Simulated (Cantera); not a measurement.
Feed: 1 mol Ti(OiPr)₄, 3 mol H₂O, 6.4 mol H₂, at 0.158 Torr.

Method: chemical equilibrium by Gibbs-energy minimisation in Cantera with the NASA 1993 tables (ideal gas, pure condensed phases). Candidate condensed phases: C, C₆H₆, C₇H₈, C₈H₁₈, H₂O, Ti, TiC, TiO, TiO₂, Ti₂O₃, Ti₃O₅, Ti₄O₇; 113 gas species. The feed counts by its element totals alone. TiC: taken at fixed stoichiometry. Rates play no part.

log p: log10 of the partial pressure in bar; n: condensed amount in mol.

```tsv
T (K)	log p H₂	log p CO	log p H	log p C₂H₂ (acetylene)	n C(graphite)	n Ti₃O₅(s)	n TiC(s)
1025	-3.77	-4.41	-10.24	-12.42	6.67	0.333	0
1125	-3.79	-4.32	-9.25	-11.43	4.00	0	1.00
1225	-3.79	-4.32	-8.40	-10.58	4.00	0	1.00
1325	-3.79	-4.32	[?]	[?]	4.00	0	1.00
1425	-3.79	-4.32	[?]	[?]	4.00	0	1.00
1525	-3.79	-4.32	-6.52	-8.71	4.00	0	1.00
1625	-3.79	-4.32	-6.05	-8.24	4.00	0	1.00
1725	-3.80	-4.32	-5.63	-7.83	4.00	0	1.00
1825	-3.80	-4.32	-5.26	-7.47	3.99	0	1.000
1925	-3.82	-4.33	-4.93	-7.16	3.98	0	1.000
2025	-3.85	-4.34	-4.64	-6.89	3.96	0	1.000
```

Q: What belongs in the gaps?

A: 
- 1425, log p H: -7.06
- 1425, log p C₂H₂ (acetylene): -9.24
- 1325, log p H: -7.68
- 1325, log p C₂H₂ (acetylene): -9.86
